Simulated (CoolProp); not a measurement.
Cyclopentane along the isotherm 276.85 °C: density (kg/m³) from the reference equation and from simpler models built on Tc = 238.6 °C, pc = 4.583 MPa, ω = 0.202; each cubic takes its own stable root.

The numbers come from the reference Helmholtz-energy equation of state, Gedanitz 2015 in CoolProp.

```json
[
 {"p (MPa)": "0.491", "phase": "gas", "reference": "7.766"},
 {"p (MPa)": "0.982", "phase": "gas", "reference": "16.05"},
 {"p (MPa)": "1.47", "phase": "gas", "reference": "24.88"},
 {"p (MPa)": "1.96", "phase": "gas", "reference": "34.45"},
 {"p (MPa)": "2.46", "phase": "gas", "reference": "45.09"},
 {"p (MPa)": "2.95", "phase": "gas", "reference": "56.57"},
 {"p (MPa)": "3.44", "phase": "gas", "reference": "69.36"},
 {"p (MPa)": "3.93", "phase": "gas", "reference": "83.83"},
 {"p (MPa)": "4.42", "phase": "gas", "reference": "100.6"},
 {"p (MPa)": "4.91", "phase": "supercritical", "reference": "120.4"},
 {"p (MPa)": "5.4", "phase": "supercritical", "reference": "144.6"},
 {"p (MPa)": "5.89", "phase": "supercritical", "reference": "175.0"},
 {"p (MPa)": "6.38", "phase": "supercritical", "reference": "212.6"},
 {"p (MPa)": "6.87", "phase": "supercritical", "reference": "255.7"}
]
```

Q: How far does each simpler model (ideal gas, van der Waals, Peng-Robinson) lie from the reference over these 14 states: mean and median of the absolute difference, and the worst?

A: 
- ideal gas: mean 28.1 %, median 26.0 %, worst -58.8 % at 276.85 °C and 6.87 MPa
- van der Waals: mean 2.8 %, median 1.4 %, worst +11.5 % at 276.85 °C and 5.89 MPa
- Peng-Robinson: mean 1.4 %, median 1.5 %, worst -2.7 % at 276.85 °C and 6.87 MPa
